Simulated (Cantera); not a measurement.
A closed system holds: 1 mol Si, 6.9 mol Cl2, 1.9 mol H2, at 1398.15 K and 0.143 Torr.

These are equilibrium values from Cantera (NASA tables, ideal gas, pure condensed phases), not measurements of a reactor. Candidate condensed phases: Si; 19 gas species. The tables' values for SiCl3 are old estimates; treat these amounts as uncertain. Kinetics and transport are ignored.

Base state: Cl 0.476, HCl 0.371, SiCl4 0.0975, Cl2 0.0549, SiCl3 0.000195 (mole fractions); condensed: gas only.

### Question
What changes in the equilibrium state with this change: pressure from 0.143 Torr to 1.00 Torr?

### Answer
```csv
species,before,after
HCl,0.371,0.411
Cl,0.476,0.314
Cl2,0.0549,0.167
SiCl4,0.0975,0.108
SiCl3,0.000195,4.68e-5
```
